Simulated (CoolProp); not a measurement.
R1224YDZ along the isobar 4870 kPa: Z from the reference equation and from simpler models built on Tc = 428.7 K, pc = 3334 kPa, ω = 0.325; each cubic takes its own stable root.

The numbers come from the reference Helmholtz-energy equation of state, Akasaka 2023 in CoolProp.

```csv
T (K),phase,reference,van der Waals,Redlich-Kwong,Soave-Redlich-Kwong
281.3,liquid,0.2179,0.3622,0.2517,0.2420
295,liquid,0.2130,0.3525,0.2465,0.2365
308.7,liquid,0.2089,0.3442,0.2424,0.2321
322.4,liquid,0.2057,0.3374,0.2395,0.2290
336.1,liquid,0.2034,0.3319,0.2379,0.2271
349.8,liquid,0.2020,0.3278,0.2375,0.2267
363.5,liquid,0.2017,0.3251,0.2386,0.2278
377.2,liquid,0.2027,0.3241,___,0.2310
390.9,liquid,0.2053,0.3249,0.2466,___
404.6,liquid,___,0.3281,0.2549,0.2466
418.3,liquid,0.2190,0.3346,0.2681,0.2630
432,supercritical,0.2356,0.3458,0.2900,0.2926
445.7,supercritical,___,0.3653,0.3303,0.3562
459.4,supercritical,0.4280,0.4006,0.4099,0.4767
473.1,supercritical,0.5558,0.4634,0.5075,0.5786
```

Task: What belongs in the gaps?

Result: 
- 377.2, Redlich-Kwong: 0.2415
- 390.9, Soave-Redlich-Kwong: 0.2368
- 404.6, reference: 0.2103
- 445.7, reference: 0.2787
